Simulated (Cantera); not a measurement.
An adiabatic, constant-pressure homogeneous reactor starts with CO : H2 : CH4 : O2 : N2 = 1 : 0.86 : 1.4 : 12 : 45.2 (molar parts), at 1800 K and 101000 Pa.

Computed with Cantera and GRI-Mech 3.0 (53 species, 325 reactions).

### Question
Predict: time of steepest temperature rise; temperature at 2.00 s; equilibrium temperature; x(CO) at 2.00 s; x(H2) at 2.00 s; x(OH) at 2.00 s.

### Answer
```json
{
  "time_of_steepest_temperature_rise": "40.6 µs",
  "temperature at 2.00 s": "2402 K",
  "equilibrium_temperature": "2402 K",
  "x(CO) at 2.00 s": "0.00226 (gas-phase equilibrium 0.00226)",
  "x(H2) at 2.00 s": "0.000576 (gas-phase equilibrium 0.000576)",
  "x(OH) at 2.00 s": "0.00702 (gas-phase equilibrium 0.00702)"
}
```
